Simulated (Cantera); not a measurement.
An isothermal, constant-pressure homogeneous reactor starts with 4.76 % C₂H₆, 95.2 % H₂, at 1748 K and 1.00 bar.

Detailed kinetics in Cantera: GRI-Mech 3.0 (53 species, 325 reactions). GRI-Mech 3.0 stops at C3 and has no aromatics, soot or wall deposition, so with more carbon than oxygen in the feed, carbon stays in small species such as C2H2 where larger ones or solid carbon would form.

x: mole fraction; the columns are a selection and need not sum to one.

```
t (s)      x C₂H₆   x H₂    x C₂H     x CH₃   x CH₄    x CH₂
--------  -------  -----  -------  --------  ------  -------
0.000200  1.66e-5  0.929  2.33e-8  0.000230  0.0493  5.59e-8
0.000629      [?]  0.930      [?]  0.000220  0.0489  5.08e-8
0.00198   1.08e-5  0.930  3.27e-8  0.000219  0.0479  5.08e-8
0.00623   9.66e-6  0.932  3.49e-8  0.000207  0.0451  4.83e-8
0.0196    7.21e-6  0.935  4.00e-8  0.000176  0.0382  4.18e-8
0.0617    3.95e-6  0.942  4.90e-8  0.000125  0.0266  3.04e-8
0.194         [?]  0.947  5.67e-8       [?]     [?]      [?]
0.612     1.84e-6  0.948  5.85e-8   7.15e-5  0.0150  1.82e-8
1.92      1.84e-6  0.948  5.85e-8   7.14e-5  0.0149  1.82e-8
6.06      1.84e-6  0.948  5.85e-8   7.14e-5  0.0149  1.82e-8
19.1      1.84e-6  0.948  5.85e-8   7.14e-5  0.0149  1.82e-8
60.0      1.84e-6  0.948  5.85e-8   7.14e-5  0.0149  1.82e-8
```

Some entries are withheld; supply them.


- 0.000629, x C₂H₆: 1.20e-5
- 0.000629, x C₂H: 2.93e-8
- 0.194, x C₂H₆: 2.13e-6
- 0.194, x CH₃: 8.11e-5
- 0.194, x CH₄: 0.0171
- 0.194, x CH₂: 2.05e-8
